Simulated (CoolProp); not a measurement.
p-xylene at several states: density (kg/m³) from the reference equation and from simpler models built on Tc = 616.2 K, pc = 35.32 bar, ω = 0.324; each cubic takes its own stable root.

The numbers come from the reference Helmholtz-energy equation of state, Zhou 2012 in CoolProp.

```
T (K)  p (bar)   phase  reference
-----  -------  ------  ---------
573        128  liquid      613.3
589.6    0.484     gas      1.055
545      0.148     gas     0.3476
528.6      118  liquid      658.8
```

Task: How far does each simpler model (van der Waals, Redlich-Kwong, Soave-Redlich-Kwong, Peng-Robinson) lie from the reference over these 4 states: mean and median of the absolute difference, and the worst?

Result: 
- van der Waals: mean 17.8 %, median 17.3 %, worst -36.6 % at 528.6 K and 118 bar
- Redlich-Kwong: mean 7.2 %, median 7.1 %, worst -14.7 % at 528.6 K and 118 bar
- Soave-Redlich-Kwong: mean 6.2 %, median 6.1 %, worst -12.6 % at 573 K and 128 bar
- Peng-Robinson: mean 0.8 %, median 0.6 %, worst -2.1 % at 573 K and 128 bar
